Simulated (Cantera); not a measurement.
An isothermal, constant-pressure homogeneous reactor starts with C2H6 : H2 = 1 : 4.7 (molar parts), at 1673 K and 0.133 bar. Integrator tolerance rtol = 1e-08.

Computed with Cantera and GRI-Mech 3.0 (53 species, 325 reactions). GRI-Mech 3.0 stops at C3 and has no aromatics, soot or wall deposition, so with more carbon than oxygen in the feed, carbon stays in small species such as C2H2 where larger ones or solid carbon would form.

What does this change do: C2H6 1 to 0.16 parts?


```tsv
quantity	before	after
x(C2H6) at 2.00 s	4.71e-7 (gas-phase equilibrium 2.68e-7)	2.44e-7 (gas-phase equilibrium 7.66e-8)
x(H2) at 2.00 s	0.864 (gas-phase equilibrium 0.866)	0.965 (gas-phase equilibrium 0.967)
x(CH3) at 2.00 s	6.42e-5 (gas-phase equilibrium 4.18e-5)	4.99e-5 (gas-phase equilibrium 2.23e-5)
x(CH4) at 2.00 s	0.00947 (gas-phase equilibrium 0.00610)	0.00781 (gas-phase equilibrium 0.00345)
x(CH2) at 2.00 s	2.13e-8 (gas-phase equilibrium 1.42e-8)	1.56e-8 (gas-phase equilibrium 7.17e-9)
x(C2H) at 2.00 s	2.06e-7 (gas-phase equilibrium 2.10e-7)	4.16e-8 (gas-phase equilibrium 4.54e-8)
```
